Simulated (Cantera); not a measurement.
An adiabatic, constant-volume homogeneous reactor starts with H2 : O2 : N2 : H2O = 1 : 1 : 3.76 : 0.88 (molar parts), equivalence ratio 0.50, at 1650 K and 1.00 atm. Integrator tolerance rtol = 1e-08.

Detailed kinetics in Cantera: the H2/O2 subset of GRI-Mech 3.0, which has no nitrogen chemistry.

Question: What does this change do: H2O 0.88 to 2.5 parts?

Answer: 
```
quantity                                                            before                                    after
---------------------------------  ---------------------------------------  ---------------------------------------
time of steepest temperature rise                                  10.8 µs                                  13.9 µs
temperature at 7.00 s                                               2608 K                                   2414 K
equilibrium temperature                                             2608 K                                   2414 K
x(H2) at 7.00 s                    0.00817 (gas-phase equilibrium 0.00817)  0.00570 (gas-phase equilibrium 0.00570)
x(O2) at 7.00 s                      0.0764 (gas-phase equilibrium 0.0764)    0.0621 (gas-phase equilibrium 0.0621)
x(H2O) at 7.00 s                       0.280 (gas-phase equilibrium 0.280)      0.433 (gas-phase equilibrium 0.433)
x(HO2) at 7.00 s                   1.62e-5 (gas-phase equilibrium 1.62e-5)  1.03e-5 (gas-phase equilibrium 1.03e-5)
x(OH) at 7.00 s                      0.0235 (gas-phase equilibrium 0.0235)    0.0155 (gas-phase equilibrium 0.0155)
x(H) at 7.00 s                     0.00294 (gas-phase equilibrium 0.00294)  0.00109 (gas-phase equilibrium 0.00109)
x(O) at 7.00 s                     0.00547 (gas-phase equilibrium 0.00547)  0.00198 (gas-phase equilibrium 0.00198)
```

Question: What does this change do: H2O 0.88 to 1.5 parts?

Answer: 
| quantity | before | after |
|---|---|---|
| time of steepest temperature rise | 10.8 µs | 12.0 µs |
| temperature at 7.00 s | 2608 K | 2523 K |
| equilibrium temperature | 2608 K | 2523 K |
| x(H2) at 7.00 s | 0.00817 (gas-phase equilibrium 0.00817) | 0.00723 (gas-phase equilibrium 0.00723) |
| x(O2) at 7.00 s | 0.0764 (gas-phase equilibrium 0.0764) | 0.0704 (gas-phase equilibrium 0.0704) |
| x(H2O) at 7.00 s | 0.280 (gas-phase equilibrium 0.280) | 0.347 (gas-phase equilibrium 0.347) |
| x(HO2) at 7.00 s | 1.62e-5 (gas-phase equilibrium 1.62e-5) | 1.37e-5 (gas-phase equilibrium 1.37e-5) |
| x(OH) at 7.00 s | 0.0235 (gas-phase equilibrium 0.0235) | 0.0201 (gas-phase equilibrium 0.0201) |
| x(H) at 7.00 s | 0.00294 (gas-phase equilibrium 0.00294) | 0.00197 (gas-phase equilibrium 0.00197) |
| x(O) at 7.00 s | 0.00547 (gas-phase equilibrium 0.00547) | 0.00357 (gas-phase equilibrium 0.00357) |
